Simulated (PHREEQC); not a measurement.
Solution (25 °C and 300 atm): 0.023 mol/kgw H2SO4 and 0.0003 mol/kgw ZnSO4. Closed to the air; pH follows from the charge balance.

Computed with PHREEQC (ion-association model, phreeqc.dat).

Each row changes one thing in this solution. No solid was allowed to form.

```json
[
 {"case": "as made", "pH": "1.54", "ionic strength (mol/kgw)": "0.0447", "HSO4- (mol/kgw)": "0.0126", "SO4-2 (mol/kgw)": "0.0106"},
 {"case": "ZnSO4 left out", "pH": "1.54", "ionic strength (mol/kgw)": "0.0440", "HSO4- (mol/kgw)": "0.0125", "SO4-2 (mol/kgw)": "0.0105"},
 {"case": "ZnSO4 from 0.0003 to 0.00015 mol/kgw", "pH": "1.54", "ionic strength (mol/kgw)": "0.0444", "HSO4- (mol/kgw)": "0.0125", "SO4-2 (mol/kgw)": "0.0106"},
 {"case": "H2SO4 from 0.023 to 0.23 mol/kgw", "pH": "0.68", "ionic strength (mol/kgw)": "0.305", "HSO4- (mol/kgw)": "0.193", "SO4-2 (mol/kgw)": "0.0372"},
 {"case": "diluted 100-fold with water", "pH": "3.36", "ionic strength (mol/kgw)": "0.000689", "HSO4- (mol/kgw)": "6.44e-6", "SO4-2 (mol/kgw)": "0.000227"},
 {"case": "H2SO4 left out", "pH": "6.28", "ionic strength (mol/kgw)": "0.00116", "HSO4- (mol/kgw)": "9.65e-9", "SO4-2 (mol/kgw)": "0.000290"},
 {"case": "0.014 mol/kgw TMAH added", "pH": "1.73", "ionic strength (mol/kgw)": "0.0498", "HSO4- (mol/kgw)": "0.00999", "SO4-2 (mol/kgw)": "0.0132"}
]
```

Under pressure, the constants of complexes without a molar volume in the database are unreliable. (CH3)4N+ isn't in the database: it is added as a free cation with an ion size of 4 Å.
